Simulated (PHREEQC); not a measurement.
Solution (25 °C): 0.0061 mol HNO3, 0.00065 mol H4SiO4 and 0.00016 mol H3BO3 per kg of water. Closed to the air; pH follows from the charge balance.

All values are PHREEQC results (ion-association model, phreeqc.dat), not measurements.

```
quantity                 before  after
-----------------------  ------  -----
pH                         2.25   2.35
SI of Chalcedony (SiO2)   +0.37  +0.37
```

Q: Which change was made?
A) H4SiO4 from 0.00065 to 0.000325 mol/kgw
B) H4SiO4 replaced by Na2SiO3 at the same molality
C) H3BO3 left out
D) temperature from 25 to 5 °C
E) HNO3 replaced by Mg(NO3)2 at the same molality

A: B, H4SiO4 replaced by Na2SiO3 at the same molality

Precipitation was switched off in this run. Some of these states are supersaturated (in Quartz (slow to form), Chalcedony (slow to form), for instance).
